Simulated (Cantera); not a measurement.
Input: 1 mol B2O3, 140 mol H2, equilibrated at 93.0 mbar.

Method: chemical equilibrium by Gibbs-energy minimisation in Cantera with the NASA 1993 tables (ideal gas, pure condensed phases). Candidate condensed phases: B, B2O3, B3O3H3, H2O; 23 gas species. The numbers say what is thermodynamically allowed, not how fast it happens.

x: gas mole fraction; n: condensed amount in mol.

```tsv
T (°C)	x H2	x HBO	x HBO2	x B2O3	x H2O	n B2O3(l)
550	1.00	?	3.60e-10	<1e-12	1.58e-7	1.000
650	1.000	?	1.36e-8	<1e-12	8.38e-7	1.000
750	1.000	?	2.45e-7	1.06e-10	3.16e-6	1.000
850	1.000	?	2.62e-6	6.65e-9	9.70e-6	0.998
950	1.000	?	1.98e-5	2.07e-7	2.77e-5	0.993
1050	1.000	?	0.000117	3.74e-6	7.79e-5	0.972
1150	0.998	?	0.000549	4.41e-5	0.000202	0.889
1250	0.994	?	0.00208	0.000371	0.000458	0.592
1350	0.986	?	0.00485	0.00137	0.000865	0
```

Problem. Some entries are withheld; supply them.

Solution. 
- 550, x HBO: 5.44e-10
- 650, x HBO: 2.52e-8
- 750, x HBO: 5.37e-7
- 850, x HBO: 6.39e-6
- 950, x HBO: 4.70e-5
- 1050, x HBO: 0.000235
- 1150, x HBO: 0.000896
- 1250, x HBO: 0.00283
- 1350, x HBO: 0.00611
